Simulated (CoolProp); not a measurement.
CH3F (R41) along the isotherm 151.85 °C: density (kg/m³) from the reference equation and from simpler models built on Tc = 44.1 °C, pc = 59.06 bar, ω = 0.200; each cubic takes its own stable root.

Computed with CoolProp (reference Helmholtz-energy equation of state, Lemmon 2006). It is a short technical equation, of lower accuracy than the large ones.

```
p (bar)          phase   reference   ideal gas  van der Waals  Redlich-Kwong  Soave-Redlich-Kwong  Peng-Robinson
-------  -------------  ----------  ----------  -------------  -------------  -------------------  -------------
0.934              gas      0.9017      0.8995         0.9016         0.9016               0.9012         0.9016
1.58               gas       1.528       1.522          1.528          1.527                1.527          1.528
2.66               gas       2.579       2.562          2.578          2.578                2.576          2.579
4.49               gas       4.373       4.324          4.372          4.371                4.363          4.373
7.57               gas       7.431       7.291          7.427          7.425                7.403          7.429
12.8               gas       12.73       12.33          12.73          12.72                12.65          12.73
21.6               gas       21.98       20.80          21.98          21.94                21.73          21.95
36.4               gas       38.52       35.06          38.61          38.42                37.76          38.39
61.4     supercritical       69.52       59.13          70.44          69.32                67.02          68.89
104      supercritical       132.2  (withheld)          138.9          131.5                122.7          128.1
175      supercritical       256.8       168.5          253.7          243.3                219.4     (withheld)
295      supercritical  (withheld)       284.1          336.9     (withheld)           (withheld)          364.4
```

Problem. What belongs in the gaps?

Solution. 
- 104, ideal gas: 100.2
- 175, Peng-Robinson: 232.7
- 295, reference: 418.8
- 295, Redlich-Kwong: 365.6
- 295, Soave-Redlich-Kwong: 338.2
